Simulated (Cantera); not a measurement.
A Cantera script and its output.

```python
import numpy as np
import cantera as ct

gas = ct.Solution("h2o2.yaml")
gas.TPX = 625, 1000000, {'H2': 1, 'O2': 0.16, 'N2': 0.817}
flame = ct.FreeFlame(gas, width=0.008)
flame.set_refine_criteria(ratio=3, slope=0.08, curve=0.16)
flame.transport_model = "mixture-averaged"
flame.solve(loglevel=0, auto=True)
z, T = flame.grid, flame.T
thick = (T[-1] - T[0]) / np.gradient(T, z).max()
show = ['H2', 'O2', 'H', 'HO2', 'H2O2', 'O']
print(f"laminar burning velocity  {flame.velocity[0] * 100:.3f} cm/s")
print(f"burnt temperature         {T[-1]:.1f} K")
print(f"thermal thickness         {thick * 1e3:.4f} mm")
print(f"grid points               {len(z)}")
z0 = z[flame.heat_release_rate.argmax()]
print(f"{'z/mm':>9s}{'T/K':>9s}{'u/(m/s)':>9s}" + "".join(f"{s:>11s}" for s in show))
rows = []
for k in (-3, -2, -1.5, -1, -0.5, -0.25, 0, 0.25, 0.5, 1, 2, 4, 8):
    zz = z0 + k * thick
    rows.append([k * thick, np.interp(zz, z, T), np.interp(zz, z, flame.velocity),
                 *(np.interp(zz, z, flame.X[gas.species_index(s)]) for s in show)])
    print(f"{rows[-1][0] * 1e3:9.3f}{rows[-1][1]:9.1f}{rows[-1][2]:9.3f}" + "".join(f"{x:11.3e}" for x in rows[-1][3:]))
```

Output:

```
laminar burning velocity  467.959 cm/s
burnt temperature         1879.5 K
thermal thickness         0.0323 mm
grid points               109
     z/mm      T/K  u/(m/s)         H2         O2          H        HO2       H2O2          O
   -0.097    625.0    4.680  5.058e-01  8.094e-02  5.695e-15  3.460e-09  2.153e-10  7.935e-14
   -0.065    625.4    4.681  5.056e-01  8.097e-02  1.363e-12  1.141e-07  7.164e-09  1.952e-11
   -0.048    626.6    4.686  5.051e-01  8.106e-02  2.495e-11  8.844e-07  5.583e-08  3.358e-10
   -0.032    637.1    4.741  5.022e-01  8.151e-02  1.501e-08  1.970e-05  1.241e-06  3.163e-08
   -0.016    777.7    5.623  4.814e-01  8.041e-02  1.405e-04  7.432e-04  5.446e-05  1.101e-05
   -0.008   1044.1    7.374  4.516e-01  6.880e-02  2.105e-03  6.600e-04  8.245e-05  1.018e-04
    0.000   1339.6    9.339  4.148e-01  4.586e-02  8.207e-03  3.374e-04  2.944e-05  3.193e-04
    0.008   1539.8   10.696  3.854e-01  2.335e-02  1.490e-02  1.571e-04  5.559e-06  3.468e-04
    0.016   1647.1   11.429  3.699e-01  1.014e-02  1.806e-02  6.592e-05  2.022e-06  2.057e-04
    0.032   1734.4   12.010  3.621e-01  1.855e-03  1.732e-02  1.152e-05  5.387e-07  5.159e-05
    0.065   1790.9   12.364  3.636e-01  1.268e-04  1.246e-02  7.497e-07  1.019e-07  1.190e-05
    0.129   1829.8   12.600  3.668e-01  4.410e-06  7.499e-03  3.010e-08  2.851e-08  4.014e-06
    0.259   1853.7   12.742  3.690e-01  3.864e-07  4.126e-03  4.163e-09  9.450e-09  1.258e-06
```

Model: the H2/O2 subset of GRI-Mech 3.0, which has no nitrogen chemistry, integrated in Cantera. The hydrogen kinetics of GRI-Mech 3.0 are dated; newer H2 mechanisms differ, most at raised pressure. Burning velocities carry a grid error of a few per cent, more on coarse grids.
